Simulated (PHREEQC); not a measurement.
A made-up water analysis in mmol/kgw, 26 °C, pH 3.57, pe 10.8:

| constituent | mmol/kgw |
|---|---|
| Na | 80.5 |
| K | 4.23 |
| Ca | 2.14 |
| Mg | 9.18 |
| Cl | 10.4 |
| S(6) | 48.1 |
| Pb | 0.0827 |
| P | 0.05 |
| Cu(2) | 0.224 |
| Fe(3) | 0.356 |
| Zn | 0.629 |

Valence states are taken as typed.

Computed with PHREEQC (ion-association model, wateq4f.dat).

| Property | Value |
|---|---|
| ionic strength | 0.133 mol/kgw |
| total alkalinity | -1.32 meq/kg |
| charge-balance error | 2.4 % |

```
species  molality  activity   log γ
-------  --------  --------  ------
Na+        0.0759    0.0581  -0.116
SO4-2      0.0361    0.0122  -0.471
Cl-        0.0104   0.00772  -0.129
MgSO4     0.00476   0.00491   0.013
NaSO4-    0.00464   0.00358  -0.113
Mg+2      0.00442   0.00167  -0.422
K+        0.00390   0.00290  -0.129
Ca+2      0.00115  0.000414  -0.444
CaSO4    0.000987   0.00102   0.013
HSO4-    0.000431  0.000326  -0.121
H+       0.000331  0.000269  -0.090
KSO4-    0.000328  0.000253  -0.113
ZnSO4    0.000276  0.000285   0.013
```

Precipitation was switched off in this run. The solution is supersaturated, for example in Strengite, Clpyromorphite, so a real one may precipitate; this is no full list. H3PO4, which wateq4f.dat lacks, is added to it with the constant of phreeqc.dat. The database has no phosphate complexes of Pb, Cu, Zn.
